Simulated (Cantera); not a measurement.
**Thermodynamics of carbon deposition, reforming and gasification, feed CH3OH + O2 + N2**

Charge: 1 mol CH3OH, 0.16 mol O2, 0.37 mol N2, equilibrated at 133 Pa.

Method: chemical equilibrium by Gibbs-energy minimisation in Cantera with the NASA 1993 tables (ideal gas, pure condensed phases). Candidate condensed phases: C, C6H6, C7H8, C8H18, H2O; 136 gas species. Rates play no part.

At 452 °C the condensed part is C(graphite). From 602 °C to 1802 °C nothing is condensed. The main C-bearing gas is CO throughout.

```json
[
 {"T (°C)": "452", "log p H2": "-3.12", "log p CO": "-3.56", "log p N2": "-3.83", "log p H2O": "-4.40", "log p CO2": "-3.96", "log p H": "-14.59", "n C(graphite)": "0.0419"},
 {"T (°C)": "602", "log p H2": "-3.13", "log p CO": "-3.49", "log p N2": "-3.83", "log p H2O": "-4.24", "log p CO2": "-4.16", "log p H": "-11.87", "n C(graphite)": "0"},
 {"T (°C)": "752", "log p H2": "-3.15", "log p CO": "-3.46", "log p N2": "-3.83", "log p H2O": "-4.11", "log p CO2": "-4.31", "log p H": "-9.93", "n C(graphite)": "0"},
 {"T (°C)": "902", "log p H2": "-3.15", "log p CO": "-3.44", "log p N2": "-3.83", "log p H2O": "-4.04", "log p CO2": "-4.44", "log p H": "-8.49", "n C(graphite)": "0"},
 {"T (°C)": "1052", "log p H2": "-3.16", "log p CO": "-3.43", "log p N2": "-3.83", "log p H2O": "-4.01", "log p CO2": "-4.55", "log p H": "-7.37", "n C(graphite)": "0"},
 {"T (°C)": "1202", "log p H2": "-3.16", "log p CO": "-3.43", "log p N2": "-3.83", "log p H2O": "-3.98", "log p CO2": "-4.64", "log p H": "-6.47", "n C(graphite)": "0"},
 {"T (°C)": "1352", "log p H2": "-3.17", "log p CO": "-3.42", "log p N2": "-3.83", "log p H2O": "-3.97", "log p CO2": "-4.72", "log p H": "-5.73", "n C(graphite)": "0"},
 {"T (°C)": "1502", "log p H2": "-3.17", "log p CO": "-3.42", "log p N2": "-3.84", "log p H2O": "-3.96", "log p CO2": "-4.78", "log p H": "-5.12", "n C(graphite)": "0"},
 {"T (°C)": "1652", "log p H2": "-3.18", "log p CO": "-3.42", "log p N2": "-3.84", "log p H2O": "-3.96", "log p CO2": "-4.83", "log p H": "-4.61", "n C(graphite)": "0"},
 {"T (°C)": "1802", "log p H2": "-3.20", "log p CO": "-3.43", "log p N2": "-3.85", "log p H2O": "-3.96", "log p CO2": "-4.88", "log p H": "-4.18", "n C(graphite)": "0"}
]
```
log p: log10 of the partial pressure in bar; n: condensed amount in mol.
